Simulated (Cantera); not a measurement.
Cantera with NASA thermochemical tables; ideal gases at 1 bar, condensed phases pure. Values are per mole of reaction as written; species without (g) are pure solids or liquids, kept so even where they would boil at 1 bar.

Task: Between 300 and 1000 K, where is each reaction favourable under standard conditions?
- 2 SO₃(g) + Fe → 3 O₂(g) + FeS₂

Result: 
- 2 SO₃(g) + Fe → 3 O₂(g) + FeS₂: ΔG° is 582 kJ at 300 K and 487 kJ at 1000 K; it stays positive (K < 1). ΔH° is 622 kJ and ΔS° 136 J/K at 1000 K.
